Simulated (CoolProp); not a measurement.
Properties of neopentane along the isobar 3680 kPa.

Model: reference Helmholtz-energy equation of state, Lemmon 2006, in CoolProp. It is a short technical equation, of lower accuracy than the large ones.

| T (K) | phase | density (kg/m³) | cp (kJ/(kg K)) | speed of sound (m/s) | expansivity (1/kK) |
|---|---|---|---|---|---|
| 394.2 | liquid | 463.0 | 3.001 | 434.4 | 4.025 |
| 408.4 | liquid | 433.8 | 3.215 | 358.7 | 5.277 |
| 422.5 | liquid | 396.2 | 3.598 | 274.7 | 8.052 |
| 436.7 | supercritical | 330.6 | 5.295 | 163.1 | 23.42 |
| 450.9 | supercritical | 150.8 | 5.060 | 122.2 | 28.01 |
| 465 | supercritical | 117.7 | 3.499 | 147.9 | 12.06 |
| 479.2 | supercritical | 102.4 | 3.167 | 165.3 | 8.144 |
| 493.4 | supercritical | 92.52 | 3.045 | 178.9 | 6.313 |
| 507.5 | supercritical | 85.34 | 2.998 | 190.1 | 5.235 |
| 521.7 | supercritical | 79.66 | 2.985 | 200.0 | 4.508 |
| 535.8 | supercritical | 75.04 | 2.991 | 208.6 | 3.987 |
| 550 | supercritical | 71.12 | 3.009 | 216.5 | 3.587 |

The peak of cp marks the crossing from liquid-like to gas-like fluid above the critical point.
